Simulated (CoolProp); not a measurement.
Vapour-liquid equilibrium of R227EA (1) + isobutene (2) at 0.019 MPa; x and y are mole fractions of (1).

Values from CoolProp's multi-fluid Helmholtz-energy mixture model, Lemmon 2016 and Lemmon 2005; pair parameters Bell 2016.

Question: Give the bubble temperature and the first vapour's composition at x = 0.15, 0.25, 0.45. Is there an azeotrope?

Answer: x = 0.15: 222.1 K, y = 0.433; x = 0.25: 220.8 K, y = 0.501; x = 0.45: 220.1 K, y = 0.553. y crosses x between x = 0.55 and 0.65: the model has an azeotrope there.

Pair parameters are fitted to limited data, so mixtures are less certain than the pure fluids.
